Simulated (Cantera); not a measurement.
Cantera run, input and output.

```python
import numpy as np
import cantera as ct

gas = ct.Solution("h2o2.yaml")
gas.TPX = 450, 120000, {'H2': 1, 'O2': 0.312, 'N2': 0.844, 'H2O': 0.18}
flame = ct.FreeFlame(gas, width=0.035)
flame.set_refine_criteria(ratio=3, slope=0.08, curve=0.16)
flame.transport_model = "mixture-averaged"
flame.solve(loglevel=0, auto=True)
z, T = flame.grid, flame.T
thick = (T[-1] - T[0]) / np.gradient(T, z).max()
show = ['H2', 'O2', 'H2O', 'O', 'H2O2', 'OH']
print(f"laminar burning velocity  {flame.velocity[0] * 100:.3f} cm/s")
print(f"burnt temperature         {T[-1]:.1f} K")
print(f"thermal thickness         {thick * 1e3:.4f} mm")
print(f"grid points               {len(z)}")
z0 = z[flame.heat_release_rate.argmax()]
print(f"{'z/mm':>9s}{'T/K':>9s}{'u/(m/s)':>9s}" + "".join(f"{s:>11s}" for s in show))
rows = []
for k in (-3, -2, -1.5, -1, -0.5, -0.25, 0, 0.25, 0.5, 1, 2, 4, 8):
    zz = z0 + k * thick
    rows.append([k * thick, np.interp(zz, z, T), np.interp(zz, z, flame.velocity),
                 *(np.interp(zz, z, flame.X[gas.species_index(s)]) for s in show)])
    print(f"{rows[-1][0] * 1e3:9.3f}{rows[-1][1]:9.1f}{rows[-1][2]:9.3f}" + "".join(f"{x:11.3e}" for x in rows[-1][3:]))
```

Output:

```
laminar burning velocity  642.515 cm/s
burnt temperature         2368.9 K
thermal thickness         0.2742 mm
grid points               120
     z/mm      T/K  u/(m/s)         H2         O2        H2O          O       H2O2         OH
   -0.823    450.0    6.425  4.281e-01  1.336e-01  7.705e-02  1.106e-13  1.426e-14  1.215e-15
   -0.548    450.0    6.425  4.281e-01  1.336e-01  7.705e-02  9.545e-12  2.026e-12  1.050e-13
   -0.411    450.0    6.425  4.281e-01  1.336e-01  7.706e-02  1.692e-10  4.864e-11  1.903e-12
   -0.274    450.1    6.425  4.280e-01  1.336e-01  7.707e-02  5.173e-09  2.516e-09  1.220e-10
   -0.137    462.2    6.564  4.245e-01  1.342e-01  7.781e-02  1.968e-06  3.399e-06  8.885e-06
   -0.069    693.2    9.570  3.942e-01  1.303e-01  9.665e-02  1.693e-04  6.199e-05  1.067e-03
    0.000   1157.5   15.427  3.069e-01  1.005e-01  1.713e-01  2.487e-03  1.347e-05  2.227e-03
    0.069   1492.4   19.636  2.066e-01  4.362e-02  2.797e-01  5.578e-03  3.126e-06  6.260e-03
    0.137   1656.8   21.666  1.641e-01  1.469e-02  3.341e-01  5.083e-03  1.932e-06  9.088e-03
    0.274   1804.8   23.395  1.557e-01  4.588e-03  3.556e-01  3.968e-03  1.086e-06  1.093e-02
    0.548   1945.4   24.963  1.619e-01  2.840e-03  3.637e-01  2.867e-03  5.746e-07  1.120e-02
    1.097   2077.9   26.391  1.679e-01  1.706e-03  3.719e-01  1.764e-03  3.052e-07  1.022e-02
    2.193   2189.2   27.553  1.728e-01  8.760e-04  3.799e-01  9.180e-04  1.683e-07  8.261e-03
```

Cantera simulation using the H2/O2 subset of GRI-Mech 3.0, which has no nitrogen chemistry; the numbers are that mechanism's predictions, not measurements. Burning velocities carry a grid error of a few per cent, more on coarse grids.
